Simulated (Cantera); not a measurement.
What does this Cantera script print?

```python
import numpy as np
import cantera as ct

gas_names = """
    Ca CaF CaF2 CaO CaOH CaO2H2 Ca2 F FO FO2 F2 F2O H HF HOF HO2 H2 H2F2 H2O H2O2 H3F3 H4F4 H5F5 H6F6
    H7F7 O OH O2 O3
""".split()
cond_names = """
    Ca(a) Ca(b) Ca(L) CaF2(a) CaF2(b) CaF2(L) CaO(s) CaO(L) CaO2H2(s) H2O(s) H2O(L)
""".split()


# ... load() reads the species with a 1 bar reference pressure and builds the phases ...
atoms = {
    'CaO': {'Ca': 1, 'O': 1},
    'F2': {'F': 2},
    'H2': {'H': 2},
}
top_T = {}  # K; cautious upper limits of use, not melting points


# ... equilibrate(T, P, feed) seeds the gas with the atoms and calls Mixture.equilibrate('TP', solver="vcs", rtol=1e-11, max_steps=5000) ...
results = []
T = 1248.15  # K
P = 13332.2  # Pa
for m in [1.7, 2.4, 3.4, 4.8, 6.7, 9.5, 13, 19]:
    feed = {'CaO': 1, 'F2': m, 'H2': 6.2}  # mol
    mix = equilibrate(T, P, feed)
    results.append((T, P, feed, dict(zip(mix.species_names, mix.species_moles))))

top = {s: max(r[3][s] / sum(r[3][g] for g in gas_names) for r in results) for s in gas_names}
cols = sorted((s for s in top if top[s] > 1e-05), key=lambda s: -top[s])[:9]
seen = [c for c in cond_names if any(r[3].get(c, 0) > 1e-12 for r in results)]
print("log10 of partial pressures in bar; condensed amounts in mol")
print(f"{'n(F2)':>10s}" + "".join(f"{s[:9]:>10s}" for s in cols + seen))
for T, P, feed, n in results:
    ng = sum(n[g] for g in gas_names)
    print(f"{feed['F2']:10.4g}" + "".join(f"{np.log10(max(n[s] / ng * P / 1e5, 1e-99)):10.3f}" for s in cols)
          + "".join(f"{n.get(c, 0):10.4g}" for c in seen))
```

It prints:

```
log10 of partial pressures in bar; condensed amounts in mol
     n(F2)        HF        H2         F       H2O        F2        O2   CaF2(a)
       1.7    -1.568    -1.061   -12.876    -1.714   -25.453   -16.262         1
       2.4    -1.309    -1.176   -12.559    -1.756   -24.819   -16.115         1
       3.4    -1.128    -1.362   -12.286    -1.810   -24.272   -15.850         1
       4.8    -0.994    -1.729   -11.968    -1.875   -23.638   -15.248         1
       6.7    -0.903    -8.458    -8.512    -2.261   -16.726    -2.562         1
       9.5    -1.018   -22.713    -1.500   -16.441    -2.702    -2.413         1
        13    -1.152   -23.449    -1.266   -17.245    -2.233    -2.547         1
        19    -1.311   -24.016    -1.142   -17.892    -1.984    -2.706         1
```

These are equilibrium values from Cantera (NASA tables, ideal gas, pure condensed phases), not measurements of a reactor.
